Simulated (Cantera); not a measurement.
## Equilibrium for silicon carbide growth: SiH₂Cl₂ + C₂H₄ + H₂

Charge: 1 mol SiH₂Cl₂, 0.15 mol C₂H₄, 3.4 mol H₂, at 36.0 mbar.

Cantera equilibrium calculation (NASA polynomials, part measured and part estimated; ideal gas, pure solids and liquids). Candidate condensed phases: C, C₆H₆, C₇H₈, C₈H₁₈, Si, SiC; 109 gas species. Mutual solubility and eutectic melting of coexisting phases are not modelled. The tables' values for SiCl₃, SiCl are old estimates; treat these amounts as uncertain. Gases not in the tables: Si₂H₆ and higher silanes. Rates play no part.

From 1200 K to 1600 K the condensed part is Si(s) + SiC(s). From 1700 K to 2300 K the condensed part is Si(l) + SiC(s). From 2400 K to 2500 K the condensed part is SiC(s). The main Si-bearing gas is SiCl₄ at 1200 K and Si at 2500 K. The share of Si in condensed phases is highest at 1200 K (52.8 %) and lowest at 2500 K (15.7 %).

```tsv
T (K)	x H₂	x HCl	x H	x SiCl₂	x Si	x SiCl₄	x Cl	x SiCl₃	x SiHCl₃	x SiCl	n Si(s)	n SiC(s)	n Si(l)
1200	0.827	0.0845	9.46e-7	0.0204	3.85e-11	0.0450	8.38e-8	0.0102	0.0120	1.20e-8	0.228	0.300	0
1300	0.791	0.119	5.19e-6	0.0475	1.20e-9	0.0222	6.56e-7	0.0133	0.00675	1.58e-7	0.204	0.300	0
1400	0.766	0.139	2.24e-5	0.0740	2.29e-8	0.00701	3.34e-6	0.0111	0.00274	1.25e-6	0.167	0.300	0
1500	0.757	0.145	8.07e-5	0.0888	2.92e-7	0.00174	1.24e-5	0.00697	0.000943	6.73e-6	0.142	0.300	0
1600	0.754	0.145	0.000249	0.0959	2.71e-6	0.000440	3.78e-5	0.00414	0.000331	2.81e-5	0.127	0.300	0
1700	0.753	0.144	0.000674	0.0991	1.88e-5	0.000126	0.000100	0.00252	0.000127	9.65e-5	0	0.300	0.119
1800	0.747	0.153	0.00163	0.0963	8.82e-5	4.43e-5	0.000255	0.00163	5.45e-5	0.000256	0	0.300	0.139
1900	0.741	0.160	0.00360	0.0930	0.000350	1.72e-5	0.000585	0.00109	2.53e-5	0.000608	0	0.300	0.156
2000	0.733	0.165	0.00734	0.0893	0.00121	7.28e-6	0.00123	0.000752	1.26e-5	0.00132	0	0.300	0.168
2100	0.722	0.169	0.0139	0.0851	0.00371	3.27e-6	0.00241	0.000529	6.57e-6	0.00263	0	0.299	0.165
2200	0.703	0.171	0.0249	0.0799	0.0102	1.53e-6	0.00440	0.000375	3.53e-6	0.00489	0	0.296	0.129
2300	0.671	0.167	0.0418	0.0732	0.0259	7.24e-7	0.00750	0.000262	1.90e-6	0.00847	0	0.286	0.0176
2400	0.624	0.183	0.0662	0.0557	0.0392	3.85e-7	0.0139	0.000176	9.90e-7	0.0102	0	0.261	0
2500	0.565	0.191	0.0996	0.0388	0.0539	1.83e-7	0.0238	0.000107	4.67e-7	0.0112	0	0.157	0
```
x: gas mole fraction; n: condensed amount in mol.
